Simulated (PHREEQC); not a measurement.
Consider water at 65 °C with 15 mmol/kgw CaBr2. Closed to the air; pH follows from the charge balance.

The numbers come from PHREEQC with the ion-association model, wateq4f.dat.

```tsv
quantity	before	after
pH	6.45	6.46
CaOH+ (mol/kgw)	3.86e-9	1.04e-9
SI of Portlandite (Ca(OH)2)	-9.38	-9.90
```

### Question
Name the change that produced these shifts.
A) temperature from 65 to 5 °C
B) CaBr2 from 0.015 to 0.003 mol/kgw
C) temperature from 65 to 80 °C
D) diluted 2-fold with water
E) CaBr2 replaced by Ca(OH)2 at the same molality

### Answer
B, CaBr2 from 0.015 to 0.003 mol/kgw

Precipitation was switched off in this run. Away from 25 °C the constants follow the database's enthalpies or fits; those with neither stay at their 25 °C values.
